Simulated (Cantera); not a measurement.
Cantera run, input and output.

```python
import numpy as np
import cantera as ct

gas = ct.Solution("gri30.yaml")
gas.TP = 300, 280000
flame = ct.CounterflowDiffusionFlame(gas, width=0.02)
flame.fuel_inlet.X, flame.fuel_inlet.T = {'CH4': 1}, 450
flame.oxidizer_inlet.X, flame.oxidizer_inlet.T = {'O2': 0.23, 'N2': 0.77}, 625
flame.set_refine_criteria(ratio=3, slope=0.12, curve=0.24, prune=0.03)
show = ['OH', 'H', 'NO', 'CO', 'C2H2']

rows = []
print(f"{'mdot':>8s}{'a_max':>10s}{'a_mean':>10s}{'Tmax/K':>9s}" + "".join(f"{s:>11s}" for s in show) + "   (peak mole fractions)")
for i, mdot in enumerate([0.7, 0.95, 1.3, 1.7, 2.3, 3.2, 4.3, 5.8, 7.8]):  # kg/m2/s on the oxidiser side
    flame.oxidizer_inlet.mdot, flame.fuel_inlet.mdot = mdot, 0.99 * mdot
    flame.solve(loglevel=0, auto=(i == 0))
    if flame.T.max() < max(450, 625) + 100:
        print(f"{mdot:8.3g}  no burning solution found from the previous one")
        break
    dT = np.abs(np.gradient(flame.T, flame.grid))
    rows.append([flame.strain_rate("max"), flame.strain_rate("mean"), flame.T.max(),
                 *(flame.X[gas.species_index(s)].max() for s in show), max(dT[0], dT[-1]) / dT.max()])
    print(f"{mdot:8.3g}{rows[-1][0]:10.1f}{rows[-1][1]:10.1f}{rows[-1][2]:9.1f}" + "".join(f"{x:11.3e}" for x in rows[-1][3:-1]))
```

Output:

```
    mdot     a_max    a_mean   Tmax/K         OH          H         NO         CO       C2H2   (peak mole fractions)
     0.7     249.9      51.3   2380.8  9.743e-03  3.254e-03  5.660e-04  7.062e-02  2.021e-02
    0.95     330.1      69.6   2360.0  9.908e-03  3.418e-03  5.160e-04  6.868e-02  1.947e-02
     1.3     439.5      95.3   2341.2  1.007e-02  3.597e-03  4.753e-04  6.697e-02  1.873e-02
     1.7     561.3     124.6   2327.8  1.023e-02  3.762e-03  4.455e-04  6.576e-02  1.808e-02
     2.3     740.0     168.6   2313.8  1.036e-02  3.945e-03  4.128e-04  6.455e-02  1.726e-02
     3.2    1000.3     234.6   2298.2  1.043e-02  4.122e-03  3.749e-04  6.322e-02  1.618e-02
     4.3    1310.2     315.2   2283.5  1.043e-02  4.269e-03  3.386e-04  6.206e-02  1.512e-02
     5.8    1722.1     425.2   2268.1  1.037e-02  4.402e-03  3.006e-04  6.117e-02  1.408e-02
     7.8    2258.3     571.8   2251.1  1.023e-02  4.500e-03  2.604e-04  6.040e-02  1.295e-02
```

Cantera simulation using GRI-Mech 3.0 (53 species, 325 reactions); the numbers are that mechanism's predictions, not measurements. GRI-Mech 3.0 has no aromatics or soot, which form on the fuel side of real flames. The maximum strain rate includes the flame's own expansion and is several times the mean.
